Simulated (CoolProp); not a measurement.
A simple Rankine cycle with n-heptane: condensing at 331.15 K, boiler at 0.759 MPa, turbine inlet 463.7 K, turbine efficiency 0.9, pump efficiency 0.6, no recuperator. Each further row changes one setting.

The numbers come from the reference Helmholtz-energy equation of state, Span 2003 in CoolProp. It is a short technical equation, of lower accuracy than the large ones.

```tsv
case	thermal efficiency (%)	net work (kJ/kg)	heat in (kJ/kg)	turbine exit temperature (K)	volume ratio over the turbine
as stated	16.8	99.6	592	406.3	31.9
turbine inlet 483.7 K	16.4	106	645	427.5	30.8
condensing temperature 323.15 K	17.8	109	611	401.7	43.5
boiler pressure 0.531 MPa	15.3	92.3	603	414.7	20.9
turbine efficiency 0.8	14.9	88.3	592	411.5	32.3
```
